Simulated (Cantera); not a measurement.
A perfectly stirred reactor is fed with 18.5 % C₂H₆, 81.5 % H₂, at 100.0 Torr; it is held at 1925 K, and followed from long to short residence time.

Computed with Cantera and GRI-Mech 3.0 (53 species, 325 reactions). GRI-Mech 3.0 stops at C3 and has no aromatics, soot or wall deposition, so with more carbon than oxygen in the feed, carbon stays in small species such as C2H2 where larger ones or solid carbon would form.

Problem. Predict: x(C₂H₆) at τ = 3.00 s; x(H₂) at τ = 3.00 s; x(C₂H₂) at τ = 3.00 s; x(CH₂) at τ = 3.00 s; x(CH₃) at τ = 3.00 s; x(C₂H₆) at τ = 53.0 ms; x(H₂) at τ = 53.0 ms; x(C₂H₂) at τ = 53.0 ms; x(CH₂) at τ = 53.0 ms; x(CH₃) at τ = 53.0 ms.

Solution. 
```
Quantity                  Result
----------------------  --------
x(C₂H₆) at τ = 3.00 s    6.55e-7
x(H₂) at τ = 3.00 s        0.860
x(C₂H₂) at τ = 3.00 s      0.133
x(CH₂) at τ = 3.00 s     7.71e-7
x(CH₃) at τ = 3.00 s    0.000228
x(C₂H₆) at τ = 53.0 ms   3.43e-5
x(H₂) at τ = 53.0 ms       0.845
x(C₂H₂) at τ = 53.0 ms     0.125
x(CH₂) at τ = 53.0 ms    4.86e-6
x(CH₃) at τ = 53.0 ms    0.00161
```
